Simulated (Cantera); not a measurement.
# Equilibrium for silicon carbide growth: (CH₃)₂SiCl₂ + HCl + H₂ + C₂H₂

Input: 1 mol (CH₃)₂SiCl₂, 0.11 mol HCl, 1.5 mol H₂, 0.012 mol C₂H₂, held at 1200 Pa.

Cantera equilibrium calculation (NASA polynomials, part measured and part estimated; ideal gas, pure solids and liquids). Candidate condensed phases: C, C₆H₆, C₇H₈, C₈H₁₈, Si, SiC; 109 gas species. The feed counts by its element totals alone. The tables' values for SiCl, SiCl₃ are old estimates; treat these amounts as uncertain. Gases not in the tables: Si₂H₆ and higher silanes. The numbers say what is thermodynamically allowed, not how fast it happens.

| T (°C) | x H₂ | x HCl | x H | x Si | x Cl | x SiCl₂ | x SiC₂ | x SiCl | n C(graphite) | n SiC(s) |
|---|---|---|---|---|---|---|---|---|---|---|
| 1002 | 0.638 | 0.355 | 5.38e-6 | 4.17e-12 | 2.54e-6 | 0.00133 | <1e-12 | 1.41e-9 | 1.06 | 0.964 |
| 1102 | 0.632 | 0.364 | 2.49e-5 | 1.46e-10 | 1.19e-5 | 0.00258 | <1e-12 | 1.71e-8 | 1.05 | 0.974 |
| 1202 | 0.631 | 0.363 | 9.41e-5 | 3.16e-9 | 4.39e-5 | 0.00435 | 4.44e-12 | 1.44e-7 | 1.05 | 0.970 |
| 1302 | 0.632 | 0.360 | 0.000302 | 4.61e-8 | 0.000136 | 0.00669 | 1.48e-10 | 9.07e-7 | 1.07 | 0.959 |
| 1402 | 0.635 | 0.354 | 0.000844 | 4.86e-7 | 0.000368 | 0.00959 | 3.23e-9 | 4.55e-6 | 1.08 | 0.943 |
| 1502 | 0.637 | 0.347 | 0.00211 | 3.92e-6 | 0.000882 | 0.0130 | 4.93e-8 | 1.88e-5 | 1.10 | 0.925 |
| 1602 | 0.638 | 0.338 | 0.00478 | 2.53e-5 | 0.00192 | 0.0167 | 5.60e-7 | 6.61e-5 | 1.12 | 0.903 |
| 1702 | 0.638 | 0.327 | 0.00998 | 0.000134 | 0.00382 | 0.0206 | 4.95e-6 | 0.000202 | 1.14 | 0.880 |
| 1802 | 0.634 | 0.313 | 0.0194 | 0.000608 | 0.00706 | 0.0244 | 3.52e-5 | 0.000550 | 1.16 | 0.853 |
| 1902 | 0.623 | 0.296 | 0.0352 | 0.00239 | 0.0122 | 0.0276 | 0.000209 | 0.00134 | 1.19 | 0.815 |
| 2002 | 0.601 | 0.273 | 0.0601 | 0.00831 | 0.0197 | 0.0298 | 0.00105 | 0.00297 | 1.24 | 0.740 |
| 2102 | 0.559 | 0.242 | 0.0962 | 0.0260 | 0.0298 | 0.0301 | 0.00460 | 0.00595 | 1.36 | 0.544 |
| 2202 | 0.479 | 0.198 | 0.142 | 0.0699 | 0.0416 | 0.0263 | 0.0169 | 0.0102 | 1.66 | 0 |
| 2302 | 0.412 | 0.185 | 0.203 | 0.0764 | 0.0640 | 0.0129 | 0.0244 | 0.00827 | 1.52 | 0 |
x: gas mole fraction; n: condensed amount in mol.

From 1002 °C to 2102 °C the condensed part is C(graphite) + SiC(s). From 2202 °C to 2302 °C the condensed part is C(graphite). The main Si-bearing gas is SiCl₄ at 1002 °C and Si at 2302 °C.
